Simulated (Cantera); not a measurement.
Charge: 1 mol Fe, 0.8 mol Cl₂, 0.34 mol H₂, held at 1250 K and 0.0210 bar.

Cantera equilibrium calculation (NASA polynomials, part measured and part estimated; ideal gas, pure solids and liquids). Candidate condensed phases: Fe, FeCl₂, FeCl₃; 11 gas species. Equilibrium is a limit: real reactors are often held back by kinetics, nucleation or transport.

Base state: FeCl₂ 0.514, HCl 0.369, H₂ 0.114, Fe₂Cl₄ 0.00208, FeCl₃ 8.51e-5 (mole fractions); condensed: Fe(γ).

Problem. What changes in the equilibrium state with this change: temperature from 1250 K to 1350 K?

Solution. 
| species | before | after |
|---|---|---|
| FeCl₂ | 0.514 | 0.528 |
| HCl | 0.369 | 0.346 |
| H₂ | 0.114 | 0.126 |
| Cl | 3.11e-6 | 1.34e-5 |
| Fe₂Cl₄ | 0.00208 | 0.000802 |
| FeCl₃ | 8.51e-5 | 7.00e-5 |
| Fe(γ), mol | 0.410 | 0.397 |
